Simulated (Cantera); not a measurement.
# Thermodynamics of silicon epitaxy and polysilicon growth, feed SiHCl3 + Cl2 + H2

Input: 1 mol SiHCl3, 0.0051 mol Cl2, 26 mol H2, equilibrated at 1400 °C.

Equilibrium computed with Cantera from the NASA thermochemical tables; the gas is ideal and each condensed phase is pure. Candidate condensed phases: Si; 19 gas species. The tables' values for SiCl3, SiCl are old estimates; treat these amounts as uncertain. Gases not in the tables: Si2H6 and higher silanes. Rates play no part.

From 0.00100 bar to 2.00 bar the condensed part is Si(s). The main Si-bearing gas is SiCl2 throughout. The share of Si in condensed phases is highest at 0.0260 bar (46.4 %) and lowest at 2.00 bar (44.8 %).

| P (Pa) | x H2 | x HCl | x SiCl2 | x H | n Si(s) |
|---|---|---|---|---|---|
| 100 | 0.908 | 0.0690 | 0.0189 | 0.00343 | 0.451 |
| 300 | 0.910 | 0.0691 | 0.0189 | 0.00198 | 0.460 |
| 880 | 0.911 | 0.0691 | 0.0189 | 0.00116 | 0.463 |
| 2600 | 0.911 | 0.0690 | 0.0188 | 0.000674 | 0.464 |
| 7700 | 0.912 | 0.0688 | 0.0187 | 0.000392 | 0.463 |
| 23000 | 0.912 | 0.0683 | 0.0184 | 0.000227 | 0.462 |
| 68000 | 0.913 | 0.0674 | 0.0179 | 0.000132 | 0.457 |
| 200000 | 0.915 | 0.0655 | 0.0169 | 7.70e-5 | 0.448 |
x: gas mole fraction; n: condensed amount in mol.
